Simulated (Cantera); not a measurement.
# Low-pressure radical oxidation in H2/O2

A perfectly stirred reactor is fed with 5.03 % H2, 95.0 % O2, equivalence ratio 0.026, at 21.0 Torr; it is held at 1425 K, and followed from long to short residence time.

Computed with Cantera and GRI-Mech 3.0 (53 species, 325 reactions). Radical loss at walls, strong at low pressure, is not modelled. The temperature is held fixed by assumption; the heat of reaction is taken as removed at once.

```tsv
τ (s)	x H2	x O2	x H	x O	x HO2	x OH	x H2O
1.2	7.40e-5	0.946	7.75e-5	0.00209	8.98e-7	0.00161	0.0506
0.51	0.000126	0.944	0.000176	0.00362	1.28e-6	0.00211	0.0502
0.22	0.000208	0.941	0.000384	0.00608	1.73e-6	0.00273	0.0497
0.098	0.000329	0.937	0.000774	0.00969	2.22e-6	0.00343	0.0489
0.043	0.000511	0.931	0.00146	0.0148	2.70e-6	0.00423	0.0478
0.019	0.000761	0.925	0.00247	0.0208	3.13e-6	0.00502	0.0464
0.0082	0.00113	0.918	0.00366	0.0266	3.46e-6	0.00576	0.0449
0.0036	0.00170	0.914	0.00473	0.0303	3.69e-6	0.00642	0.0433
0.0016	0.00278	0.912	0.00558	0.0315	3.88e-6	0.00713	0.0413
```
x: mole fraction; the columns are a selection and need not sum to one.
